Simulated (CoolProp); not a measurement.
trans-2-butene at several states: fugacity coefficient from the reference equation and from simpler models built on Tc = 428.6 K, pc = 40.19 bar, ω = 0.210; each cubic takes its own stable root.

Model: reference Helmholtz-energy equation of state, Lemmon 2005, in CoolProp. It is a short technical equation, of lower accuracy than the large ones.

| T (K) | p (bar) | phase | reference |
|---|---|---|---|
| 402.1 | 0.24 | gas | 0.9974 |
| 190.3 | 0.343 | liquid | 0.02232 |
| 498.6 | 29.8 | gas | 0.8505 |
| 323.4 | 0.517 | gas | 0.9886 |
| 412 | 183 | liquid | 0.2002 |
| 358 | 39.2 | liquid | 0.2580 |

Question: How far does each simpler model (van der Waals, Redlich-Kwong) lie from the reference over these 6 states: mean and median of the absolute difference, and the worst?

Answer: 
- van der Waals: mean 736.4 %, median 22.4 %, worst +4309.1 % at 190.3 K and 0.343 bar
- Redlich-Kwong: mean 21.3 %, median 7.0 %, worst +94.2 % at 190.3 K and 0.343 bar

At some of these states van der Waals gives the other phase, because its saturation line lies elsewhere.
